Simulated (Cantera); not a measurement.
An adiabatic, constant-pressure homogeneous reactor starts with CH₄ : O₂ : N₂ = 1 : 1.18 : 4.42 (molar parts), at 1750 K and 5.00 bar. Integrator tolerance rtol = 1e-08.

Computed with Cantera and GRI-Mech 3.0 (53 species, 325 reactions).

Problem. What does this change do: CH4 1 to 1.5 parts?

Solution. 
```
quantity                                                              before                                      after
---------------------------------  -----------------------------------------  -----------------------------------------
time of steepest temperature rise                                    46.7 µs                                    54.4 µs
temperature at 0.400 s                                                2864 K                                     2490 K
equilibrium temperature                                               2864 K                                     2490 K
x(CH₄) at 0.400 s                  1.90e-11 (gas-phase equilibrium 2.17e-11)    2.26e-9 (gas-phase equilibrium 2.55e-9)
x(O₂) at 0.400 s                   0.000315 (gas-phase equilibrium 0.000315)    8.06e-7 (gas-phase equilibrium 8.06e-7)
x(C₂H₂) at 0.400 s                     <1e-12 (gas-phase equilibrium <1e-12)  6.97e-12 (gas-phase equilibrium 7.83e-12)
x(HO₂) at 0.400 s                    4.57e-7 (gas-phase equilibrium 4.57e-7)    1.68e-9 (gas-phase equilibrium 1.68e-9)
x(NO) at 0.400 s                     0.00135 (gas-phase equilibrium 0.00135)    3.52e-5 (gas-phase equilibrium 3.52e-5)
```

Problem. What does this change do: constant volume in place of constant pressure?

Solution. 
```
quantity                                                              before                                      after
---------------------------------  -----------------------------------------  -----------------------------------------
time of steepest temperature rise                                    46.7 µs                                    42.3 µs
temperature at 0.400 s                                                2864 K                                     3095 K
equilibrium temperature                                               2864 K                                     3095 K
x(CH₄) at 0.400 s                  1.90e-11 (gas-phase equilibrium 2.17e-11)  4.23e-11 (gas-phase equilibrium 4.84e-11)
x(O₂) at 0.400 s                   0.000315 (gas-phase equilibrium 0.000315)  0.000703 (gas-phase equilibrium 0.000703)
x(C₂H₂) at 0.400 s                     <1e-12 (gas-phase equilibrium <1e-12)      <1e-12 (gas-phase equilibrium <1e-12)
x(HO₂) at 0.400 s                    4.57e-7 (gas-phase equilibrium 4.57e-7)    1.49e-6 (gas-phase equilibrium 1.49e-6)
x(NO) at 0.400 s                     0.00135 (gas-phase equilibrium 0.00135)    0.00267 (gas-phase equilibrium 0.00267)
```
Above 3000 K some thermodynamic fits are extrapolated.

Problem. What does this change do: initial temperature 1750 to 1723 K?

Solution. 
```
quantity                                                              before                                      after
---------------------------------  -----------------------------------------  -----------------------------------------
time of steepest temperature rise                                    46.7 µs                                    57.4 µs
temperature at 0.400 s                                                2864 K                                     2848 K
equilibrium temperature                                               2864 K                                     2848 K
x(CH₄) at 0.400 s                  1.90e-11 (gas-phase equilibrium 2.17e-11)  2.01e-11 (gas-phase equilibrium 2.28e-11)
x(O₂) at 0.400 s                   0.000315 (gas-phase equilibrium 0.000315)  0.000280 (gas-phase equilibrium 0.000280)
x(C₂H₂) at 0.400 s                     <1e-12 (gas-phase equilibrium <1e-12)      <1e-12 (gas-phase equilibrium <1e-12)
x(HO₂) at 0.400 s                    4.57e-7 (gas-phase equilibrium 4.57e-7)    4.05e-7 (gas-phase equilibrium 4.05e-7)
x(NO) at 0.400 s                     0.00135 (gas-phase equilibrium 0.00135)    0.00124 (gas-phase equilibrium 0.00124)
```
